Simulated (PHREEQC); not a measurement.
A PHREEQC input (ion-association model, wateq4f.dat):

```
SOLUTION 1
  temp 25
  units percent
  pH 6.33
  pe 11.1
  Na 1.34
  K 0.93
  Ca 1.47
  Mg 0.131
  Cl 0.798
  S(6) 2.06 as SO4
  Alkalinity 6.09 as HCO3
  Pb 0.613
  F 0.0292
END
USE solution 1
EQUILIBRIUM_PHASES 1
  Gypsum 0 0
  CO2(g) -2 10
END
```

It stops with these messages:

```
ERROR: Calculations terminating due to input errors.
```

The fault: a unit that the program doesn't know. The line should read `units mg/kgw` where the input has `units percent`. With the mend the run ends at pH 5.82 and ionic strength 0.000236 mol/kgw.
